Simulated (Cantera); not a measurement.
Feed: 1 mol C3H8, 8.1 mol H2, 0.067 mol NH3, at 0.170 bar.

These are equilibrium values from Cantera (NASA tables, ideal gas, pure condensed phases), not measurements of a reactor. Candidate condensed phases: C, C6H6, C7H8, C8H18; 92 gas species. The numbers say what is thermodynamically allowed, not how fast it happens.

At 2500 °C, list the 6 most abundant gas species with their mole fractions, and the condensed phases.

H2 0.808, H 0.162, C2H2 (acetylene) 0.0246, HCN 0.00310, N2 0.000696, C2H 0.000595. Condensed: C(graphite).
